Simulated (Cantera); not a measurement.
Charge: 1 mol Pb, 6.2 mol NH3, 18 mol H2, held at 0.760 bar.

Cantera equilibrium calculation (NASA polynomials, part measured and part estimated; ideal gas, pure solids and liquids). Candidate condensed phases: Pb; 11 gas species. The numbers say what is thermodynamically allowed, not how fast it happens. All values below are at 1050 °C.

Base state: H2 0.894, N2 0.101, Pb 0.00463, NH3 2.32e-5 (mole fractions); condensed: Pb(l).

Problem. What changes in the equilibrium state with this change: pressure from 0.760 bar to 11.0 Pa?

Solution. 
| species | before | after |
|---|---|---|
| H2 | 0.894 | 0.869 |
| N2 | 0.101 | 0.0987 |
| Pb | 0.00463 | 0.0318 |
| NH3 | 2.32e-5 | 3.17e-9 |
| H | 1.72e-6 | 0.000141 |
| Pb(l), mol | 0.859 | 0 |
